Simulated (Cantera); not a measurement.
# Equilibrium for iron carbonyl, mercury and lead vapours: Fe(CO)5 + O2 + N2

Feed: 1 mol Fe(CO)5, a varied amount of O2, 71 mol N2, equilibrated at 13000 Pa.

These are equilibrium values from Cantera (NASA tables, ideal gas, pure condensed phases), not measurements of a reactor. Candidate condensed phases: C, Fe, Fe(CO)5, FeO, Fe2O3, Fe3O4; 27 gas species. Mutual solubility and eutectic melting of coexisting phases are not modelled. The tables' stoichiometric FeO is somewhat more stable than real wüstite, so its field is too wide. FeO: taken at fixed stoichiometry. The numbers say what is thermodynamically allowed, not how fast it happens.

Task: Map the stable condensed phases over T = 827, 852, 877, 902, 927, 952, 977, 1002, 1027 °C and n(O2) in mol = 0.072, 0.11, 0.17, 0.26, 0.4, 0.62, 0.95, 1.5.

Result: 
```
T in °C \ n(O2) in mol
         0.072  0.11  0.17  0.26   0.4  0.62  0.95   1.5
   1027      A     A     A     A     B     B     C     C
   1002      A     A     A     A     B     B     C     C
    977      A     A     A     A     A     B     C     C
    952      A     A     A     A     A     B     C     C
    927      A     A     A     A     A     B     C     C
    902      A     A     A     A     A     B     C     C
    877      A     A     A     A     A     B     C     C
    852      A     A     A     A     A     B     C     C
    827      A     A     A     A     A     B     B     C
```
A: Fe; B: Fe + FeO; C: FeO.
